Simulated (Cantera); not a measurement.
Input (Python, Cantera) and output of one run.

```python
import numpy as np
import cantera as ct

gas_names = """
    B BH BH2 BH3 BN BO BO2 B2 B2O B2O2 B2O3 B3O3H3 H HBO HBO2 HNO HNO2 HNO3 HO2 H2 H2O H2O2 H3B3O6 N NH
    NH2 NH3 NH2OH NO NO2 NO3 N2 N2H2 N2H4 N2O O OH O2 O3
""".split()
cond_names = """
    B(b) B(L) BN(s) B2O3(L) B3O3H3(cr) H2O(s) H2O(L)
""".split()


# ... load() reads the species with a 1 bar reference pressure and builds the phases ...
atoms = {
    'BN': {'B': 1, 'N': 1},
    'O2': {'O': 2},
    'N2': {'N': 2},
    'H2': {'H': 2},
}
top_T = {'BN(s)': 3200}  # K; cautious upper limits of use, not melting points


# ... equilibrate(T, P, feed) seeds the gas with the atoms and calls Mixture.equilibrate('TP', solver="vcs", rtol=1e-11, max_steps=5000) ...
results = []
feed = {'BN': 1, 'O2': 0.85, 'N2': 2.8, 'H2': 5.5}  # mol
P = 133.322  # Pa
for T in [1425, 1475, 1525, 1575, 1625, 1675, 1725, 1775, 1825, 1875, 1925, 1975, 2025, 2075]:
    mix = equilibrate(T, P, feed)
    results.append((T, P, feed, dict(zip(mix.species_names, mix.species_moles))))

top = {s: max(r[3][s] / sum(r[3][g] for g in gas_names) for r in results) for s in gas_names}
cols = sorted((s for s in top if top[s] > 0.0001), key=lambda s: -top[s])[:7]
seen = [c for c in cond_names if any(r[3].get(c, 0) > 1e-12 for r in results)]
print("log10 of partial pressures in bar; condensed amounts in mol")
print(f"{'T/K':>10s}" + "".join(f"{s[:9]:>10s}" for s in cols + seen))
for T, P, feed, n in results:
    ng = sum(n[g] for g in gas_names)
    print(f"{T:10.4g}" + "".join(f"{np.log10(max(n[s] / ng * P / 1e5, 1e-99)):10.3f}" for s in cols)
          + "".join(f"{n.get(c, 0):10.4g}" for c in seen))
```

Result:

```
log10 of partial pressures in bar; condensed amounts in mol
       T/K        H2        N2         H      HBO2      B2O3        BO       H2O   B2O3(L)
      1425    -3.104    -3.309    -6.718    -4.407    -5.367    -8.162    -4.973    0.3359
      1475    -3.110    -3.314    -6.442    -4.310    -4.890    -7.458    -5.194    0.2358
      1525    -3.123    -3.324    -6.188    -4.233    -4.445    -6.793    -5.424   0.01645
      1575    -3.125    -3.325    -5.944    -4.228    -4.434    -6.502    -5.370         0
      1625    -3.127    -3.325    -5.715    -4.227    -4.444    -6.248    -5.304         0
      1675    -3.128    -3.326    -5.499    -4.226    -4.456    -6.011    -5.241         0
      1725    -3.130    -3.326    -5.296    -4.225    -4.470    -5.790    -5.179         0
      1775    -3.132    -3.327    -5.105    -4.225    -4.486    -5.586    -5.118         0
      1825    -3.135    -3.328    -4.924    -4.225    -4.504    -5.397    -5.057         0
      1875    -3.139    -3.329    -4.753    -4.226    -4.527    -5.223    -4.996         0
      1925    -3.145    -3.331    -4.592    -4.227    -4.554    -5.063    -4.935         0
      1975    -3.152    -3.333    -4.440    -4.231    -4.587    -4.919    -4.873         0
      2025    -3.161    -3.336    -4.296    -4.236    -4.626    -4.788    -4.811         0
      2075    -3.172    -3.340    -4.161    -4.245    -4.673    -4.672    -4.749         0
```

Cantera equilibrium calculation (NASA polynomials, part measured and part estimated; ideal gas, pure solids and liquids).
